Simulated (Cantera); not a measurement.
Equilibrium for halide evaporation, hydrolysis and transport: MgF2 + HF + H2

A closed system holds: 1 mol MgF2, 0.53 mol HF, 10 mol H2, held at 823.15 K and 2.60 Pa.

Equilibrium computed with Cantera from the NASA thermochemical tables; the gas is ideal and each condensed phase is pure. Candidate condensed phases: Mg, MgF2; 17 gas species. Equilibrium is a limit: real reactors are often held back by kinetics, nucleation or transport.

- x(H2) = 0.950
- x(HF) = 0.0503
- n(MgF2(s)) = 1.00 mol
- gas amount = 10.53 mol
- log10 activity of Mg(s) (absent) = -19.82
